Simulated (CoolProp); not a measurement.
A closed Brayton cycle with carbon dioxide: compressor inlet 328.15 K and 7.5 MPa, high pressure 18.5 MPa, turbine inlet 855 K, compressor efficiency 0.85, turbine efficiency 0.9, recuperator effectiveness 0.8 (on enthalpy, no pinch check). Each further row changes one setting.

Computed with CoolProp (reference Helmholtz-energy equation of state, Span 1996).

| case | thermal efficiency (%) | net work (kJ/kg) | compressor to turbine work | compressor exit (K) | turbine exit (K) |
|---|---|---|---|---|---|
| as stated | 28.1 | 73.6 | 0.41 | 408.6 | 745.0 |
| turbine inlet 805 K | 27.0 | 65.6 | 0.43 | 408.6 | 699.0 |
| compressor inlet 338.15 K | 27.2 | 68.7 | 0.44 | 422.3 | 745.0 |
| high pressure 15.7 MPa | 26.0 | 62.7 | 0.39 | 393.4 | 764.4 |
| recuperator effectiveness 0.5 | 19.5 | 73.6 | 0.41 | 408.6 | 745.0 |
